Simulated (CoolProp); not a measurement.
Computed with CoolProp (reference Helmholtz-energy equation of state, Zhou 2014).

**Question.** For cyclohexane, give the phase and the speed of sound (m/s), Joule-Thomson coefficient (K/MPa), isothermal compressibility (1/MPa), viscosity (µPa s) at 176.75 °C and 857 kPa; 306.05 °C and 857 kPa.

**Answer.** 
- 176.75 °C and 857 kPa: gas; speed of sound 182, Joule-Thomson coefficient 15.9, isothermal compressibility 1.45, viscosity 10.4
- 306.05 °C and 857 kPa: gas; speed of sound 229, Joule-Thomson coefficient 5.56, isothermal compressibility 1.25, viscosity 13.0

Viscosity comes from a separate model (Tariq 2014).
